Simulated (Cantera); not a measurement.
Charge: 1 mol C6H6, 2.6 mol CO2, 4 mol H2, held at 38.0 bar.

These are equilibrium values from Cantera (NASA tables, ideal gas, pure condensed phases), not measurements of a reactor. Candidate condensed phases: C, C6H6, C7H8, C8H18, H2O; 110 gas species. The ideal-gas law is rough above about 30 bar. Rates play no part. All values below are at 1698 K.

Base state: H2 0.554, CO 0.428, CH4 0.0129, H2O 0.00439, CO2 0.000995, C2H4 4.16e-5, C2H2 (acetylene) 3.99e-5, H 1.75e-5 (mole fractions); condensed: C(graphite).

Task: What changes in the equilibrium state with this change: pressure from 38.0 bar to 98.0 bar?

Result: 
| species | before | after |
|---|---|---|
| H2 | 0.554 | 0.527 |
| CO | 0.428 | 0.429 |
| CH4 | 0.0129 | 0.0301 |
| H2O | 0.00439 | 0.0108 |
| C2H6 | 2.02e-6 | 1.16e-5 |
| CO2 | 0.000995 | 0.00258 |
| C(graphite), mol | 3.31 | 3.20 |
